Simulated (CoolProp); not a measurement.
Vapour-liquid equilibrium of ethane (1) + propylene (2) at 0.0485 MPa; x and y are mole fractions of (1).

The numbers come from the multi-fluid Helmholtz-energy mixture model, Bücker 2006 and Lemmon 2013; pair parameters Bell 2016 in CoolProp.

Give the bubble temperature and the first vapour's composition at x = 0.05, 0.65, 0.8. Is there an azeotrope?

x = 0.05: -68.3 °C, y = 0.300; x = 0.65: -95.1 °C, y = 0.952; x = 0.8: -98.0 °C, y = 0.977. No azeotrope shows between x = 0.05 and 0.95.

The pair parameters rest on a limited set of measurements; away from them the model extrapolates.
